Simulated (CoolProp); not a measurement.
Vapour-liquid equilibrium of R143a (1) + R236FA (2) at 0.262 MPa; x and y are mole fractions of (1).

Model: multi-fluid Helmholtz-energy mixture model, Lemmon and Jacobsen 2000 and Pan 2012; pair parameters Bell 2016, in CoolProp.

**Question.** Give the bubble temperature and the first vapour's composition at x = 0.05, 0.2, 0.8. Is there an azeotrope?

**Answer.** x = 0.05: 293.0 K, y = 0.161; x = 0.2: 282.0 K, y = 0.511; x = 0.8: 253.8 K, y = 0.963. No azeotrope shows between x = 0.05 and 0.95.

Pair parameters are fitted to limited data, so mixtures are less certain than the pure fluids.
